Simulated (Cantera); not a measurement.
## Equilibrium for nitride etching: AlN + H2O + N2

Feed: 1 mol AlN, 8.6 mol H2O, 65 mol N2, equilibrated at 0.0180 Torr.

These are equilibrium values from Cantera (NASA tables, ideal gas, pure condensed phases), not measurements of a reactor. Candidate condensed phases: Al, AlN, Al2O3, H2O; 35 gas species. The numbers say what is thermodynamically allowed, not how fast it happens.

```json
[
 {"T (K)": "1225", "x N2": "0.884", "x H2O": "0.0958", "x H": "9.05e-6", "x H2": "0.0202", "x O": "1.76e-10", "x O2": "4.18e-10", "x OH": "3.90e-7", "x NO": "1.11e-8", "n Al2O3(s)": "0.500"},
 {"T (K)": "1300", "x N2": "0.884", "x H2O": "0.0958", "x H": "3.21e-5", "x H2": "0.0202", "x O": "3.03e-9", "x O2": "7.04e-9", "x OH": "1.99e-6", "x NO": "7.68e-8", "n Al2O3(s)": "0.500"},
 {"T (K)": "1375", "x N2": "0.884", "x H2O": "0.0958", "x H": "9.94e-5", "x H2": "0.0202", "x O": "3.85e-8", "x O2": "8.77e-8", "x OH": "8.49e-6", "x NO": "4.30e-7", "n Al2O3(s)": "0.500"},
 {"T (K)": "1450", "x N2": "0.884", "x H2O": "0.0958", "x H": "0.000274", "x H2": "0.0201", "x O": "3.77e-7", "x O2": "8.47e-7", "x OH": "3.12e-5", "x NO": "2.02e-6", "n Al2O3(s)": "0.500"},
 {"T (K)": "1525", "x N2": "0.884", "x H2O": "0.0957", "x H": "0.000682", "x H2": "0.0200", "x O": "2.97e-6", "x O2": "6.61e-6", "x OH": "0.000101", "x NO": "8.20e-6", "n Al2O3(s)": "0.500"},
 {"T (K)": "1600", "x N2": "0.883", "x H2O": "0.0953", "x H": "0.00156", "x H2": "0.0197", "x O": "1.94e-5", "x O2": "4.28e-5", "x OH": "0.000295", "x NO": "2.92e-5", "n Al2O3(s)": "0.500"},
 {"T (K)": "1675", "x N2": "0.882", "x H2O": "0.0942", "x H": "0.00332", "x H2": "0.0196", "x O": "0.000106", "x O2": "0.000229", "x OH": "0.000771", "x NO": "9.20e-5", "n Al2O3(s)": "0.500"},
 {"T (K)": "1750", "x N2": "0.879", "x H2O": "0.0909", "x H": "0.00675", "x H2": "0.0202", "x O": "0.000467", "x O2": "0.000937", "x OH": "0.00178", "x NO": "0.000246", "n Al2O3(s)": "0.500"},
 {"T (K)": "1825", "x N2": "0.872", "x H2O": "0.0836", "x H": "0.0135", "x H2": "0.0225", "x O": "0.00162", "x O2": "0.00265", "x OH": "0.00351", "x NO": "0.000534", "n Al2O3(s)": "0.500"},
 {"T (K)": "1900", "x N2": "0.860", "x H2O": "0.0712", "x H": "0.0260", "x H2": "0.0258", "x O": "0.00447", "x O2": "0.00538", "x OH": "0.00590", "x NO": "0.000959", "n Al2O3(s)": "0.500"},
 {"T (K)": "1975", "x N2": "0.841", "x H2O": "0.0541", "x H": "0.0472", "x H2": "0.0286", "x O": "0.0103", "x O2": "0.00844", "x OH": "0.00851", "x NO": "0.00148", "n Al2O3(s)": "0.499"},
 {"T (K)": "2050", "x N2": "0.815", "x H2O": "0.0345", "x H": "0.0781", "x H2": "0.0285", "x O": "0.0205", "x O2": "0.0106", "x OH": "0.0103", "x NO": "0.00200", "n Al2O3(s)": "0.498"}
]
```
x: gas mole fraction; n: condensed amount in mol.

From 1225 K to 2050 K the condensed part is Al2O3(s).
